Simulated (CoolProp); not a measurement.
A simple Rankine cycle with R236FA: condensing at 296.15 K, boiler at 0.838 MPa, turbine inlet 376.8 K, turbine efficiency 0.6, pump efficiency 0.7, no recuperator. Each further row changes one setting.

Computed with CoolProp (reference Helmholtz-energy equation of state, Pan 2012).

| case | thermal efficiency (%) | net work (kJ/kg) | heat in (kJ/kg) | turbine exit temperature (K) | volume ratio over the turbine |
|---|---|---|---|---|---|
| as stated | 5.8 | 12.4 | 213 | 356.0 | 3.40 |
| turbine inlet 396.8 K | 5.7 | 13.4 | 234 | 376.7 | 3.35 |
| condensing temperature 288.15 K | 6.9 | 15.4 | 223 | 351.9 | 4.49 |
| boiler pressure 0.587 MPa | 4.2 | 9.10 | 216 | 363.1 | 2.33 |
| turbine efficiency 0.5 | 4.8 | 10.2 | 213 | 358.3 | 3.42 |
